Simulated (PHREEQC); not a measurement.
0.085 g of hydrous ferric oxide (600 m²/g; 0.2 weak and 0.005 strong sites per Fe, Dzombak-Morel constants, diffuse double layer) in 1 kg of water with 0.005 mol/kgw of an inert sodium salt, at 25 °C; the pH is set by adding NaOH or the inert anion's acid. Oxygen is held at 0.21 atm. No CO2 enters from the air. No solid was allowed to form.

The numbers come from PHREEQC with the ion-association model, wateq4f.dat.

```tsv
pH	surface charge σ (C/m²)	surface potential ψ (mV)
4	0.183	194
4.5	0.131	177
5	0.090	158
6	0.038	114
6.5	0.023	89
7	0.013	62
7.5	0.006	34
8	0.001	6
9	-0.009	-50
9.5	-0.018	-77
10	-0.030	-103
```
